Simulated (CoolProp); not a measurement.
Vapour pressure (bar) of propane: the reference equation beside estimates from Tc = 369.9 K, pc = 42.51 bar, ω = 0.152. Clausius-Clapeyron is anchored at 188.4 K with a constant enthalpy of vaporisation of 20.58 kJ/mol.

Model: reference Helmholtz-energy equation of state, Lemmon 2009, in CoolProp.

```tsv
T (K)	reference	Lee-Kesler	Clausius-Clapeyron
169.9	0.02185	0.02082	0.02257
173.6	0.03012	0.02873	0.03078
177.3	0.04091	0.03906	0.04145
181	0.05476	0.05237	0.05514
184.7	0.07233	0.06930	0.07252
188.4	0.09436	0.09059	0.09436
192.1	0.1217	0.1171	0.1215
195.8	0.1551	0.1496	0.1550
199.5	0.1958	0.1893	0.1960
203.1	0.2433	0.2359	0.2442
206.8	0.3015	0.2930	0.3037
210.5	0.3703	0.3609	0.3749
```

Absolute difference from the reference over all 12 rows, mean and median: Lee-Kesler 3.8 and 3.9 %, Clausius-Clapeyron 0.9 and 0.5 %.
